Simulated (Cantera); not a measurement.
A Cantera script and what it prints.

```python
import numpy as np
import cantera as ct

gas_names = """
    H H2 Si SiH SiH2 SiH3 SiH4 Si2 Si3
""".split()
cond_names = """
    Si(cr) Si(L)
""".split()


# ... load() reads the species with a 1 bar reference pressure and builds the phases ...
atoms = {
    'SiH4': {'Si': 1, 'H': 4},
    'H2': {'H': 2},
}
top_T = {}  # K; cautious upper limits of use, not melting points


# ... equilibrate(T, P, feed) seeds the gas with the atoms and calls Mixture.equilibrate('TP', solver="vcs", rtol=1e-11, max_steps=5000) ...
results = []
feed = {'SiH4': 1, 'H2': 110}  # mol
T = 2048.15  # K
P = 1000  # Pa
mix = equilibrate(T, P, feed)
results.append((T, P, feed, dict(zip(mix.species_names, mix.species_moles))))
x = sorted(zip(gas.X, gas.species_names), reverse=True)
print(f"T = {T:g} K  P = {P:g} Pa  gas = {mix.phase_moles(0):.4g} mol")
print("   x: " + "  ".join(f"{s} {v:.3e}" for v, s in x if v > 1e-05))
print("   condensed (mol): " + ("  ".join(f"{mix.phase(i).name} {mix.phase_moles(i):.4g}"
      for i in range(1, mix.n_phases) if mix.phase_moles(i) > 1e-12) or "none"))
```

It prints:

```
T = 2048.15 K  P = 1000 Pa  gas = 114.2 mol
   x: H2 9.697e-01  H 2.207e-02  Si 7.570e-03  SiH 4.529e-04  SiH2 1.345e-04  Si2 8.787e-05  Si3 1.840e-05
   condensed (mol): Si(L) 0.04242
```

Equilibrium computed with Cantera from the NASA thermochemical tables; the gas is ideal and each condensed phase is pure. Gases not in the tables: Si2H6 and higher silanes.
